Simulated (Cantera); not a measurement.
A Cantera script and its output.

```python
import numpy as np
import cantera as ct

surf = ct.Interface("ptcombust.yaml", "Pt_surf")
gas = surf.adjacent["gas"]
gas.TPX = 848, 100000, {'CO': 0.0055, 'O2': 0.11, 'N2': 0.79, 'H2O': 0.014}
surf.TP = 848, 100000
reactor = ct.FlowReactor(gas, clone=False)
reactor.area = 0.0001  # m2
reactor.surface_area_to_volume_ratio = 1500  # 1/m
reactor.mass_flow_rate = 0.69 * reactor.area * gas.density  # inlet velocity 0.69 m/s
reactor.energy_enabled = False
wall = ct.ReactorSurface(surf, reactor, clone=False)
net = ct.ReactorNet([reactor])
net.rtol, net.atol = 1e-8, 1e-16
show, cover = ['CO', 'O2', 'H2O', 'CO2'], ['PT(S)', 'H(S)', 'O(S)', 'OH(S)', 'CO(S)', 'C(S)']

rows = []
print(f"{'z/m':>9s}{'u/(m/s)':>9s}" + "".join(f"{s:>13s}" for s in show + cover))
for z in [5e-05, 9.7e-05, 0.00019, 0.00036, 0.0007, 0.0013, 0.0026, 0.005]:
    net.advance(z)
    rows.append([reactor.speed, *gas[show].X, *surf[cover].coverages])
    print(f"{z:9.4g}{rows[-1][0]:9.3g}" + "".join(f"{x:13.4e}" for x in rows[-1][1:]))
```

Output:

```
      z/m  u/(m/s)           CO           O2          H2O          CO2        PT(S)         H(S)         O(S)        OH(S)        CO(S)         C(S)
    5e-05    0.689   4.2124e-03   1.1885e-01   1.5239e-02   1.7744e-03   8.5792e-02   3.7571e-08   9.0961e-01   2.8905e-03   1.7047e-03   1.4879e-15
  9.7e-05    0.689   3.3864e-03   1.1848e-01   1.5245e-02   2.6029e-03   7.7303e-02   3.1979e-08   9.1883e-01   2.7582e-03   1.1021e-03   8.5802e-16
  0.00019    0.689   2.3795e-03   1.1804e-01   1.5253e-02   3.6128e-03   7.0075e-02   2.7491e-08   9.2665e-01   2.6379e-03   6.3126e-04   4.4176e-16
  0.00036    0.688   1.3838e-03   1.1760e-01   1.5261e-02   4.6115e-03   6.4817e-02   2.4387e-08   9.3232e-01   2.5454e-03   3.1227e-04   2.0090e-16
   0.0007    0.688   5.3572e-04   1.1723e-01   1.5267e-02   5.4621e-03   6.1264e-02   2.2369e-08   9.3615e-01   2.4802e-03   1.0759e-04   6.5155e-17
   0.0013    0.688   1.1367e-04   1.1704e-01   1.5270e-02   5.8854e-03   5.9726e-02   2.1515e-08   9.3780e-01   2.4513e-03   2.1661e-05   1.2766e-17
   0.0026    0.688   4.3336e-06   1.1699e-01   1.5271e-02   5.9951e-03   5.9348e-02   2.1307e-08   9.3820e-01   2.4442e-03   8.1505e-07   4.7712e-19
    0.005    0.688   1.0648e-08   1.1699e-01   1.5271e-02   5.9994e-03   5.9334e-02   2.1299e-08   9.3822e-01   2.4439e-03   2.0017e-09   1.1715e-21
```

Cantera simulation using Deutschmann's 1995 Pt surface mechanism with GRI-Mech 3.0 gas chemistry; the numbers are that mechanism's predictions, not measurements. Catalytic surfaces can have several steady states; this one follows from the mechanism file's or the stated starting coverage. Mass transfer to the wall is taken as infinitely fast.
